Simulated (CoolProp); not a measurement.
Neopentane at several states: Z from the reference equation and from simpler models built on Tc = 433.7 K, pc = 3.196 MPa, ω = 0.196; each cubic takes its own stable root.

Model: reference Helmholtz-energy equation of state, Lemmon 2006, in CoolProp. It is a short technical equation, of lower accuracy than the large ones.

```csv
T (K),p (MPa),phase,reference
353.9,0.422,gas,0.9073
544.2,19.1,supercritical,0.8232
510.5,2.09,gas,0.8616
462.4,4.03,supercritical,0.5020
371.2,0.0248,gas,0.9957
284.6,3.78,liquid,0.1906
```

Q: How far does each simpler model (van der Waals, Redlich-Kwong, Soave-Redlich-Kwong) lie from the reference over these 6 states: mean and median of the absolute difference, and the worst?

A: 
- van der Waals: mean 14.4 %, median 6.8 %, worst +54.9 % at 284.6 K and 3.78 MPa
- Redlich-Kwong: mean 2.1 %, median 0.9 %, worst +7.3 % at 284.6 K and 3.78 MPa
- Soave-Redlich-Kwong: mean 2.6 %, median 2.5 %, worst +5.3 % at 544.2 K and 19.1 MPa
